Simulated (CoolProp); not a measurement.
Saturated liquid density (kg/m³) of octamethyltrisiloxane (MDM): the reference equation beside estimates from Tc = 292.2 °C, pc = 14.38 bar, ω = 0.528.

Values from CoolProp's reference Helmholtz-energy equation of state, Thol 2017.

```tsv
T (°C)	reference	Redlich-Kwong	Peng-Robinson
-14.25	854.1	721.8	843.8
12.45	827.8	701.9	827.7
39.15	801.0	680.2	809.4
65.85	773.4	656.6	788.6
92.65	744.8	630.6	764.6
119.35	714.9	602.2	737.1
146.05	683.2	570.9	704.9
172.75	648.8	535.8	666.9
199.55	610.3	496.0	620.7
226.25	565.7	449.8	563.6
252.95	509.8	393.2	488.6
279.65	421.6	312.9	374.7
```

Absolute difference from the reference over all 12 rows, mean and median: Redlich-Kwong 17.8 and 16.1 %, Peng-Robinson 2.8 and 2.3 %.
